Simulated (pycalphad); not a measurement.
All values are pycalphad results on the COST 507 light-alloy database (1999) (1 atm), not direct measurements. These are 1990s assessments: newer ones move some temperatures and phases.

Molar enthalpy of Si-3.09Al (at.%) in equilibrium (SER reference):

```csv
T (K),H (kJ/mol),phases
1850,89.49,LIQUID
1775,87.44,LIQUID
1700,85.39,LIQUID
1675,84.71,LIQUID
1625,45.42,DIAMOND_A4 + LIQUID
1550,37.07,DIAMOND_A4 + LIQUID
1475,33.14,DIAMOND_A4 + LIQUID
1400,30.16,DIAMOND_A4 + LIQUID
1325,27.54,DIAMOND_A4 + LIQUID
1250,25.12,DIAMOND_A4 + LIQUID
1175,22.81,DIAMOND_A4 + LIQUID
1100,20.59,DIAMOND_A4 + LIQUID
1025,18.44,DIAMOND_A4 + LIQUID
950,16.34,DIAMOND_A4 + LIQUID
875,14.29,DIAMOND_A4 + LIQUID
850,13.14,DIAMOND_A4 + FCC_A1
825,12.49,DIAMOND_A4 + FCC_A1
800,11.85,DIAMOND_A4 + FCC_A1
725,9.94,DIAMOND_A4 + FCC_A1
650,8.08,DIAMOND_A4 + FCC_A1
575,6.25,DIAMOND_A4 + FCC_A1
500,4.46,DIAMOND_A4 + FCC_A1
```

Cooling from 1675 K to 850 K, across the freezing range, releases 71.6 kJ/mol, or 2550 J/g. The slope is 27 J/(mol K) in the liquid and 26 J/(mol K) just below the solidus, where it includes any heat of precipitation. Liquidus 1672 K, solidus 850 K. Changes were sought between steps of 25 K, so a narrower field can be missed.

FCC_A1 is fcc; DIAMOND_A4 is diamond (Si).
